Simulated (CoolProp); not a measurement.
R125 along the isotherm 104.25 °C: density (kg/m³) from the reference equation and from simpler models built on Tc = 66.0 °C, pc = 36.18 bar, ω = 0.305; each cubic takes its own stable root.

Values from CoolProp's reference Helmholtz-energy equation of state, Lemmon 2005.

```tsv
p (bar)	phase	reference
0.172	gas	0.6586
0.352	gas	1.349
0.724	gas	2.782
1.49	gas	5.755
3.05	gas	11.90
6.27	gas	25.03
12.9	gas	54.09
26.4	gas	124.7
54.3	supercritical	375.6
```

Question: How far does each simpler model (van der Waals, Redlich-Kwong, Soave-Redlich-Kwong) lie from the reference over these 9 states: mean and median of the absolute difference, and the worst?

Answer: 
- van der Waals: mean 2.0 %, median 0.0 %, worst +17.0 % at 104.25 °C and 54.3 bar
- Redlich-Kwong: mean 1.1 %, median 0.2 %, worst +6.9 % at 104.25 °C and 54.3 bar
- Soave-Redlich-Kwong: mean 0.7 %, median 0.0 %, worst -5.7 % at 104.25 °C and 54.3 bar
